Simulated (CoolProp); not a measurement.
Vapour-liquid equilibrium of toluene (1) + n-dodecane (2) at 483.2 K; x and y are mole fractions of (1).

Model: multi-fluid Helmholtz-energy mixture model, Lemmon 2006 and Lemmon 2004; pair parameters Bell 2016, in CoolProp.

```
x     bubble pressure, mixture model (MPa)  bubble pressure, Raoult's law (MPa)  y, mixture model  y, Raoult's law
----  ------------------------------------  -----------------------------------  ----------------  ---------------
0.05                                0.1138                               0.1274             0.259            0.350
0.15                                0.1749                               0.2080             0.556            0.644
0.25                                0.2444                               0.2886             0.712            0.774
0.35                                0.3199                               0.3692             0.804            0.847
0.45                                     ?                               0.4498             0.863            0.893
0.55                                0.4824                               0.5305             0.904            0.926
0.65                                0.5681                               0.6111                 ?            0.950
0.75                                     ?                               0.6917             0.958            0.969
0.85                                0.7487                               0.7723             0.977            0.983
0.95                                0.8442                               0.8529             0.993            0.995
```

Complete the blanks.


- 0.45, bubble pressure, mixture model (MPa): 0.3996
- 0.65, y, mixture model: 0.934
- 0.75, bubble pressure, mixture model (MPa): 0.6567

The largest gap from Raoult's law is -15.9 % in bubble pressure, at x = 0.15. No azeotrope shows between x = 0.05 and 0.95.

The pair parameters rest on a limited set of measurements; away from them the model extrapolates.
